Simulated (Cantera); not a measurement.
Input: 1 mol HgO, 0.34 mol H2, 0.39 mol O2, at 575 K.

Method: chemical equilibrium by Gibbs-energy minimisation in Cantera with the NASA 1993 tables (ideal gas, pure condensed phases). Candidate condensed phases: H2O, Hg, HgO; 10 gas species. Rates play no part.

Q: Which condensed phases are stable at each of these points (P (Pa)): 10, 52, 270, 1400, 7200, 37000, 190000, 1000000?

A: 
```
P (Pa)   condensed phases  Hg condensed (%)
-------  ----------------  ----------------
10               gas only               0.0
52               gas only               0.0
270              gas only               0.0
1400             gas only               0.0
7200               HgO(s)              95.9
37000              HgO(s)              99.7
190000             HgO(s)             100.0
1000000            HgO(s)             100.0
```

From 10.0 Pa to 1400 Pa nothing is condensed. From 7200 Pa to 1000000 Pa the condensed part is HgO(s).
